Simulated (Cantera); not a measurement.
Charge: 1 mol Si, 2.4 mol F₂, held at 1100 K and 0.0615 Torr.

Method: chemical equilibrium by Gibbs-energy minimisation in Cantera with the NASA 1993 tables (ideal gas, pure condensed phases). Candidate condensed phases: Si; 9 gas species. The numbers say what is thermodynamically allowed, not how fast it happens.

Base state: SiF₄ 0.556, F 0.444, F₂ 0.000276 (mole fractions); condensed: gas only.

Problem. What changes in the equilibrium state with this change: pressure from 0.0615 Torr to 398 Torr?

Solution. 
```tsv
species	before	after
SiF₄	0.556	0.662
F₂	0.000276	0.192
F	0.444	0.146
```
